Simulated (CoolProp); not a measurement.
CHF3 (R23) along the isotherm 475 K: Z from the reference equation and from simpler models built on Tc = 299.3 K, pc = 48.32 bar, ω = 0.263; each cubic takes its own stable root.

Computed with CoolProp (reference Helmholtz-energy equation of state, Penoncello 2003).

```json
[
 {"p (bar)": "15.1", "phase": "gas", "reference": "0.9812", "Redlich-Kwong": "0.9754", "Peng-Robinson": "0.9797"},
 {"p (bar)": "30.2", "phase": "gas", "reference": "0.9631", "Redlich-Kwong": "0.9518", "Peng-Robinson": "0.9615"},
 {"p (bar)": "45.3", "phase": "gas", "reference": "0.9460", "Redlich-Kwong": "0.9295", "Peng-Robinson": "0.9453"},
 {"p (bar)": "60.4", "phase": "supercritical", "reference": "0.9299", "Redlich-Kwong": "0.9088", "Peng-Robinson": "0.9313"},
 {"p (bar)": "75.5", "phase": "supercritical", "reference": "0.9152", "Redlich-Kwong": "0.8902", "Peng-Robinson": "0.9197"},
 {"p (bar)": "90.6", "phase": "supercritical", "reference": "0.9020", "Redlich-Kwong": "0.8739", "Peng-Robinson": "0.9104"},
 {"p (bar)": "106", "phase": "supercritical", "reference": "0.8903", "Redlich-Kwong": "0.8602", "Peng-Robinson": "0.9034"},
 {"p (bar)": "121", "phase": "supercritical", "reference": "0.8808", "Redlich-Kwong": "0.8497", "Peng-Robinson": "0.8988"},
 {"p (bar)": "136", "phase": "supercritical", "reference": "0.8733", "Redlich-Kwong": "0.8424", "Peng-Robinson": "0.8963"},
 {"p (bar)": "151", "phase": "supercritical", "reference": "0.8681", "Redlich-Kwong": "0.8382", "Peng-Robinson": "0.8959"},
 {"p (bar)": "166", "phase": "supercritical", "reference": "0.8651", "Redlich-Kwong": "0.8370", "Peng-Robinson": "0.8973"},
 {"p (bar)": "181", "phase": "supercritical", "reference": "0.8642", "Redlich-Kwong": "0.8387", "Peng-Robinson": "0.9005"},
 {"p (bar)": "196", "phase": "supercritical", "reference": "0.8655", "Redlich-Kwong": "0.8429", "Peng-Robinson": "0.9052"},
 {"p (bar)": "211", "phase": "supercritical", "reference": "0.8686", "Redlich-Kwong": "0.8494", "Peng-Robinson": "0.9113"},
 {"p (bar)": "226", "phase": "supercritical", "reference": "0.8736", "Redlich-Kwong": "0.8578", "Peng-Robinson": "0.9187"},
 {"p (bar)": "242", "phase": "supercritical", "reference": "0.8806", "Redlich-Kwong": "0.8686", "Peng-Robinson": "0.9277"}
]
```
